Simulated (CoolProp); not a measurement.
Vapour-liquid equilibrium of CHF3 (R23) (1) + propylene (2) at 220.2 K; x and y are mole fractions of (1).

Computed with CoolProp (multi-fluid Helmholtz-energy mixture model, Penoncello 2003 and Lemmon 2013; pair parameters Bell 2016).

| x | bubble pressure (bar) | y at the bubble point | dew pressure at overall composition x (bar) | liquid density (mol/L) |
|---|---|---|---|---|
| 0.05 | 1.364 | 0.436 | 0.8302 | 14.79 |
| 0.125 | 2.053 | 0.642 | 0.8990 | 15.01 |
| 0.2 | 2.567 | 0.726 | 0.9802 | 15.23 |
| 0.275 | 2.945 | 0.772 | 1.077 | 15.46 |
| 0.35 | 3.220 | 0.801 | 1.195 | 15.70 |
| 0.425 | 3.421 | 0.820 | 1.341 | 15.96 |
| 0.5 | 3.574 | 0.836 | 1.526 | 16.24 |
| 0.575 | 3.697 | 0.849 | 1.767 | 16.54 |
| 0.65 | 3.805 | 0.862 | 2.095 | 16.87 |
| 0.725 | 3.908 | 0.877 | 2.557 | 17.24 |
| 0.8 | 4.010 | 0.896 | 3.214 | 17.64 |
| 0.875 | 4.111 | 0.923 | 3.896 | 18.09 |
| 0.95 | 4.200 | 0.962 | 4.179 | 18.60 |

No azeotrope shows between x = 0.05 and 0.95.

The pair parameters rest on a limited set of measurements; away from them the model extrapolates. With so large a gap from Raoult's law the liquid may split in two, which this calculation doesn't test in full.
